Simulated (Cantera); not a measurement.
# Hydrogen reduction and annealing atmospheres: PbS + H2

Charge: 1 mol PbS, a varied amount of H2, held at 1925 K and 100 Torr.

Cantera equilibrium calculation (NASA polynomials, part measured and part estimated; ideal gas, pure solids and liquids). Candidate condensed phases: Pb, PbS, S; 10 gas species. Rates play no part.

From 0.98 mol H2 to 22 mol H2 nothing is condensed. The main Pb-bearing gas is PbS at 0.98 mol H2 and Pb at 22 mol H2.

```tsv
n(H2) (mol)	log p H2	log p PbS	log p Pb	log p S2	log p H2S
0.98	-1.24	-1.37	-1.69	-2.11	-2.43
1.4	-1.16	-1.47	-1.74	-2.19	-2.40
2.1	-1.09	-1.59	-1.81	-2.30	-2.38
3.2	-1.03	-1.74	-1.90	-2.44	-2.38
4.7	-0.99	-1.90	-1.99	-2.57	-2.41
6.9	-0.96	-2.08	-2.09	-2.73	-2.46
10	-0.94	-2.26	-2.19	-2.89	-2.52
15	-0.92	-2.48	-2.31	-3.07	-2.59
22	-0.91	-2.69	-2.43	-3.27	-2.68
```
log p: log10 of the partial pressure in bar; nothing condenses.
